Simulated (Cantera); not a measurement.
A perfectly stirred reactor is fed with CH4 : CO2 = 1 : 0.38 (molar parts), at 0.590 bar; it is held at 1523 K, and followed from long to short residence time.

Computed with Cantera and GRI-Mech 3.0 (53 species, 325 reactions). GRI-Mech 3.0 stops at C3 and has no aromatics, soot or wall deposition, so with more carbon than oxygen in the feed, carbon stays in small species such as C2H2 where larger ones or solid carbon would form.

**Question.** Predict: x(CH4) at τ = 1.00 s; x(CO2) at τ = 1.00 s; x(CH2O) at τ = 1.00 s; x(CH2) at τ = 1.00 s; x(OH) at τ = 1.00 s; x(CH4) at τ = 72.0 ms; x(CO2) at τ = 72.0 ms; x(CH2O) at τ = 72.0 ms; x(CH2) at τ = 72.0 ms; x(OH) at τ = 72.0 ms.

**Answer.** 
```
Quantity                  Value
----------------------  -------
x(CH4) at τ = 1.00 s      0.243
x(CO2) at τ = 1.00 s     0.0874
x(CH2O) at τ = 1.00 s   6.86e-7
x(CH2) at τ = 1.00 s    7.62e-9
x(OH) at τ = 1.00 s     1.16e-7
x(CH4) at τ = 72.0 ms     0.586
x(CO2) at τ = 72.0 ms     0.245
x(CH2O) at τ = 72.0 ms  3.01e-6
x(CH2) at τ = 72.0 ms   9.61e-9
x(OH) at τ = 72.0 ms    1.75e-8
```
